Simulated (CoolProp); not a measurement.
A Linde-Hampson liquefier for nitrogen: isothermal reversible compression at 200 K from 1 atm to 30 MPa, throttling to 1 atm, return gas leaving the recuperator 5 K below the feed. Each further row changes one setting.

The numbers come from the reference Helmholtz-energy equation of state, Span 2000 in CoolProp.

| case | liquid yield per pass | compression work (kJ/kg of gas) |
|---|---|---|
| as stated | 0.245 | 320 |
| high pressure 60 MPa | ___ | ___ |
| warm-end temperature 230 K | ___ | 380 |
| warm-end gap 10 K | 0.233 | 320 |

Question: Complete the blanks.

Answer: 
- high pressure 60 MPa, liquid yield per pass: 0.218
- high pressure 60 MPa, compression work (kJ/kg of gas): 375
- warm-end temperature 230 K, liquid yield per pass: 0.174
